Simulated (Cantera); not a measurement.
Feed: 1 mol SiC, a varied amount of H2O, 530 mol H2, held at 1023 K and 14.0 Pa.

Method: chemical equilibrium by Gibbs-energy minimisation in Cantera with the NASA 1993 tables (ideal gas, pure condensed phases). Candidate condensed phases: C, C6H6, C7H8, C8H18, H2O, Si, SiC, SiO2; 123 gas species. Mutual solubility and eutectic melting of coexisting phases are not modelled. Rates play no part.

log p: log10 of the partial pressure in bar; n: condensed amount in mol.

| n(H2O) (mol) | log p H2 | log p CO | log p H2O | log p CH4 | n SiC(s) | n SiO2(β-quartz) |
|---|---|---|---|---|---|---|
| 0.41 | -3.85 | -7.45 | -11.26 | -9.43 | 0.863 | 0.137 |
| 0.51 | -3.85 | -7.35 | -11.23 | -9.37 | 0.829 | 0.170 |
| 0.62 | -3.85 | -7.27 | -11.20 | -9.31 | 0.793 | 0.207 |
| 0.76 | -3.85 | -7.18 | -11.17 | -9.25 | 0.746 | 0.254 |
| 0.94 | -3.85 | -7.09 | -11.14 | -9.19 | 0.686 | 0.314 |
| 1.2 | -3.85 | ___ | -11.11 | -9.12 | ___ | ___ |
| 1.4 | -3.85 | -6.91 | -11.09 | -9.08 | 0.532 | 0.468 |
| 1.7 | -3.85 | -6.83 | -11.06 | -9.02 | 0.432 | 0.568 |
| 2.1 | -3.85 | ___ | -11.03 | ___ | ___ | ___ |
| 2.6 | -3.85 | -6.64 | -11.00 | -8.90 | 0.132 | 0.868 |
| 3.2 | -3.85 | -6.58 | -7.28 | -12.55 | 0 | 1.00 |
| 3.9 | -3.86 | -6.58 | -6.63 | -13.21 | 0 | 1.00 |

Task: Complete the blanks.

Result: 
- 2.1, log p CO: -6.74
- 2.1, log p CH4: -8.96
- 2.1, n SiC(s): 0.299
- 2.1, n SiO2(β-quartz): 0.701
- 1.2, log p CO: -6.98
- 1.2, n SiC(s): 0.599
- 1.2, n SiO2(β-quartz): 0.401
